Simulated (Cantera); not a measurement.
Charge: 1 mol Si, 18 mol HBr, equilibrated at 0.133 bar.

Method: chemical equilibrium by Gibbs-energy minimisation in Cantera with the NASA 1993 tables (ideal gas, pure condensed phases). Candidate condensed phases: Br2, Si; 19 gas species. The tables' values for SiBr3 are old estimates; treat these amounts as uncertain. Kinetics and transport are ignored.

x: gas mole fraction; nothing condenses.

```json
[
 {"T (°C)": "1025", "x HBr": "0.822", "x H2": "0.117", "x SiBr4": "0.0573", "x Br": "0.00171", "x SiBr2": "0.000447", "x SiBr3": "0.000781"},
 {"T (°C)": "1075", "x HBr": "0.822", "x H2": "0.117", "x SiBr4": "0.0559", "x Br": "(withheld)", "x SiBr2": "(withheld)", "x SiBr3": "0.00136"},
 {"T (°C)": "1125", "x HBr": "0.821", "x H2": "0.115", "x SiBr4": "0.0534", "x Br": "(withheld)", "x SiBr2": "(withheld)", "x SiBr3": "0.00222"},
 {"T (°C)": "1175", "x HBr": "0.821", "x H2": "0.113", "x SiBr4": "0.0493", "x Br": "0.00759", "x SiBr2": "0.00516", "x SiBr3": "0.00335"},
 {"T (°C)": "1225", "x HBr": "0.821", "x H2": "0.110", "x SiBr4": "0.0434", "x Br": "0.0118", "x SiBr2": "0.00937", "x SiBr3": "0.00462"},
 {"T (°C)": "1275", "x HBr": "0.819", "x H2": "0.105", "x SiBr4": "0.0359", "x Br": "0.0179", "x SiBr2": "0.0151", "x SiBr3": "0.00581"},
 {"T (°C)": "1325", "x HBr": "0.815", "x H2": "0.101", "x SiBr4": "0.0277", "x Br": "0.0265", "x SiBr2": "0.0219", "x SiBr3": "0.00663"}
]
```

### Question
Fill in the missing entries.

### Answer

- 1075, x Br: 0.00290
- 1075, x SiBr2: 0.00112
- 1125, x Br: 0.00476
- 1125, x SiBr2: 0.00253
